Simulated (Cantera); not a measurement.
Predominance diagram of Ta at 750 K against the partial pressures of O₂ and CO (log10, bar). Source: NASA polynomial tables (part measured, part estimated), evaluated in Cantera. Candidates: Ta(s), TaC(s), Ta₂O₅(s). Only these pure phases compete in this equilibrium. TaC: taken at fixed stoichiometry. Not in the tables: Ta₂C.

```
log p(CO) \ log p(O₂)
        columns: -60, -56.4, -52.8, -49.2, -45.6, -42.1, -38.5, -34.9, -31.3, -27.7, -24.1, -20.5, -16.9, -13.4, -9.8, -6.2, -2.6, 1
      1  A A A A A A A A A A A A A A A A A A
     -1  A A A A A A A A A A A A A A A A A A
     -3  A A A A A A A A A B B A A A A A A A
     -5  A A A A A A A A B B B B A A A A A A
     -7  A A A A A A B B B B B B B A A A A A
     -9  A A A A A C B B B B B B B B A A A A
    -11  A A A A C C B B B B B B B B B A A A
    -13  A A A C C B B B B B B B B B B B B A
    -15  A A C C C B B B B B B B B B B B B B
    -17  A C C C C B B B B B B B B B B B B B
    -19  C C C C B B B B B B B B B B B B B B
    -21  C C C C B B B B B B B B B B B B B B
```

A: out of reach (another gas would pass 10 bar, or a non-metal would condense); B: Ta₂O₅(s); C: TaC(s).
